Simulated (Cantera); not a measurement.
# Carbothermic reduction: Cu2O + CO + H2

Feed: 1 mol Cu2O, 5.7 mol CO, 0.46 mol H2, equilibrated at 0.410 bar.

These are equilibrium values from Cantera (NASA tables, ideal gas, pure condensed phases), not measurements of a reactor. Candidate condensed phases: C, C6H6, C7H8, C8H18, Cu, CuO, Cu(OH)2, Cu2O, H2O; 113 gas species. Equilibrium is a limit: real reactors are often held back by kinetics, nucleation or transport.

At 1323 K the condensed part is Cu(s). From 1373 K to 1823 K the condensed part is Cu(l). The main Cu-bearing gas is Cu throughout.

```csv
T (K),x CO,x CO2,x H2,x H2O,x Cu,x H,x OH,x Cu2,n Cu(s),n Cu(l)
1323,0.782,0.143,0.0557,0.0190,6.55e-7,5.85e-7,2.88e-9,6.70e-11,2.00,0
1373,0.783,0.142,0.0544,0.0203,1.93e-6,1.21e-6,8.08e-9,3.06e-10,0,2.00
1423,0.785,0.141,0.0531,0.0216,5.10e-6,2.39e-6,2.11e-8,1.18e-9,0,2.00
1473,0.786,0.140,0.0519,0.0228,1.26e-5,4.50e-6,5.15e-8,4.14e-9,0,2.00
1523,0.787,0.138,0.0507,0.0239,2.94e-5,8.13e-6,1.18e-7,1.33e-8,0,2.00
1573,0.788,0.137,0.0496,0.0250,6.47e-5,1.41e-5,2.57e-7,3.97e-8,0,2.00
1623,0.789,0.136,0.0486,0.0260,0.000135,2.38e-5,5.34e-7,1.10e-7,0,2.00
1673,0.790,0.135,0.0476,0.0270,0.000271,3.88e-5,1.06e-6,2.87e-7,0,2.00
1723,0.790,0.134,0.0467,0.0279,0.000520,6.16e-5,2.01e-6,7.03e-7,0,2.00
1773,0.791,0.133,0.0458,0.0287,0.000962,9.51e-5,3.69e-6,1.64e-6,0,1.99
1823,0.791,0.133,0.0450,0.0295,0.00172,0.000144,6.54e-6,3.63e-6,0,1.99
```
x: gas mole fraction; n: condensed amount in mol.
